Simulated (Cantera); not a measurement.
A closed system holds: 1 mol Si, 0.046 mol N2O, 81 mol N2, 0.083 mol CO2, 0.0049 mol H2O, at 36.0 Pa.

Method: chemical equilibrium by Gibbs-energy minimisation in Cantera with the NASA 1993 tables (ideal gas, pure condensed phases). Candidate condensed phases: C, C6H6, C7H8, C8H18, H2O, Si, SiC, SiO2, Si2N2O, Si3N4; 151 gas species. Mutual solubility and eutectic melting of coexisting phases are not modelled. The tables' values for SiN are old estimates; treat these amounts as uncertain. The numbers say what is thermodynamically allowed, not how fast it happens.

x: gas mole fraction; n: condensed amount in mol.

```csv
T (K),x N2,x Si,x SiO,x CO,x H,x Si2C,x Si2N,n C(graphite),n Si2N2O(s),n Si3N4(s),n SiC(s),n Si(s),n Si(l)
1148,1.000,<1e-12,7.64e-10,5.47e-6,2.94e-8,<1e-12,<1e-12,0.0825,0.216,0.189,0,0,0
1223,1.000,2.63e-11,3.24e-8,2.99e-5,1.23e-7,<1e-12,<1e-12,0,0.214,0.163,0.0806,0,0
1298,1.000,1.35e-9,8.86e-7,7.20e-5,4.39e-7,<1e-12,1.21e-12,0,0.211,0.167,0.0772,0,0
1373,1.000,4.50e-8,1.67e-5,0.000157,1.36e-6,2.29e-11,1.05e-10,0,0.203,0.174,0.0703,0,0
1448,0.999,1.04e-6,0.000232,0.000317,3.73e-6,1.03e-9,5.71e-9,0,0.173,0.193,0.0574,0,0
1523,0.997,1.75e-5,0.00216,0.000523,9.12e-6,3.18e-8,2.08e-7,0,0,0.261,0.0408,0,0
1598,0.997,0.000225,0.00255,0.000129,1.99e-5,7.04e-7,5.36e-6,0,0,0.234,0.0725,0,0
1673,0.996,0.00116,0.00254,0.000121,3.83e-5,5.94e-6,2.62e-5,0,0,0,0.0726,0.618,0
1748,0.993,?,0.00247,?,?,?,?,0,0,0,?,0,?
1823,0.988,0.00904,0.00216,0.000480,8.80e-5,0.000108,8.16e-5,0,0,0,0.0346,0,0
1898,0.987,0.0102,0.00168,0.000960,0.000105,4.87e-5,2.82e-5,0,0,0,0,0,0
1973,0.987,0.0104,0.00164,0.00100,0.000114,?,?,0,0,0,0,0,0
2048,0.987,0.0105,0.00163,0.00101,0.000117,1.32e-6,2.88e-6,0,0,0,0,0,0
```

Q: What belongs in the gaps?

A: 
- 1748, x Si: 0.00404
- 1748, x CO: 0.000185
- 1748, x H: 6.35e-5
- 1748, x Si2C: 3.23e-5
- 1748, x Si2N: 6.76e-5
- 1748, n SiC(s): 0.0653
- 1748, n Si(l): 0.379
- 1973, x Si2C: 7.83e-6
- 1973, x Si2N: 8.75e-6
